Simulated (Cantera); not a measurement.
A Cantera script and its output.

```python
import numpy as np
import cantera as ct

gas = ct.Solution("h2o2.yaml")
gas.TPX = 600, 13332, {'H2': 0.76, 'O2': 0.192, 'N2': 0.846}
flame = ct.FreeFlame(gas, width=0.16)
flame.set_refine_criteria(ratio=3, slope=0.08, curve=0.16)
flame.transport_model = "mixture-averaged"
flame.solve(loglevel=0, auto=True)
z, T = flame.grid, flame.T
thick = (T[-1] - T[0]) / np.gradient(T, z).max()
show = ['H2', 'O2', 'OH', 'H', 'H2O2', 'HO2']
print(f"laminar burning velocity  {flame.velocity[0] * 100:.3f} cm/s")
print(f"burnt temperature         {T[-1]:.1f} K")
print(f"thermal thickness         {thick * 1e3:.4f} mm")
print(f"grid points               {len(z)}")
z0 = z[flame.heat_release_rate.argmax()]
print(f"{'z/mm':>9s}{'T/K':>9s}{'u/(m/s)':>9s}" + "".join(f"{s:>11s}" for s in show))
rows = []
for k in (-3, -2, -1.5, -1, -0.5, -0.25, 0, 0.25, 0.5, 1, 2, 4, 8):
    zz = z0 + k * thick
    rows.append([k * thick, np.interp(zz, z, T), np.interp(zz, z, flame.velocity),
                 *(np.interp(zz, z, flame.X[gas.species_index(s)]) for s in show)])
    print(f"{rows[-1][0] * 1e3:9.3f}{rows[-1][1]:9.1f}{rows[-1][2]:9.3f}" + "".join(f"{x:11.3e}" for x in rows[-1][3:]))
```

Output:

```
laminar burning velocity  630.639 cm/s
burnt temperature         2178.9 K
thermal thickness         6.4204 mm
grid points               133
     z/mm      T/K  u/(m/s)         H2         O2         OH          H       H2O2        HO2
  -19.261    600.0    6.306  4.227e-01  1.068e-01  1.829e-17  2.853e-14 -6.737e-16  3.531e-13
  -12.841    600.0    6.306  4.227e-01  1.068e-01  9.066e-15  1.542e-11  9.106e-17  7.172e-11
   -9.631    600.0    6.306  4.227e-01  1.068e-01  1.276e-12  2.307e-09  1.383e-13  6.009e-09
   -6.420    600.0    6.306  4.227e-01  1.068e-01  1.156e-09  6.786e-07  2.804e-10  9.253e-07
   -3.210    612.2    6.426  4.207e-01  1.065e-01  2.817e-05  6.616e-04  3.800e-07  3.821e-05
   -1.605    735.6    7.643  3.968e-01  1.023e-01  2.136e-04  1.203e-02  2.868e-07  2.505e-05
    0.000   1082.2   10.984  2.639e-01  5.773e-02  1.731e-03  8.109e-02  2.125e-07  9.704e-06
    1.605   1314.8   13.224  1.676e-01  5.899e-03  2.740e-03  1.227e-01  1.396e-07  9.731e-07
    3.210   1401.5   14.018  1.649e-01  1.470e-03  3.107e-03  1.174e-01  1.235e-07  2.233e-07
    6.420   1500.3   14.900  1.730e-01  1.137e-03  3.735e-03  1.039e-01  1.155e-07  1.550e-07
   12.841   1615.8   15.910  1.829e-01  9.357e-04  4.313e-03  8.753e-02  8.811e-08  1.154e-07
   25.682   1738.0   16.951  1.931e-01  6.835e-04  4.601e-03  7.013e-02  5.431e-08  7.982e-08
   51.363   1856.2   17.934  2.027e-01  4.375e-04  4.442e-03  5.325e-02  2.930e-08  5.194e-08
```

Model: the H2/O2 subset of GRI-Mech 3.0, which has no nitrogen chemistry, integrated in Cantera. Burning velocities carry a grid error of a few per cent, more on coarse grids.
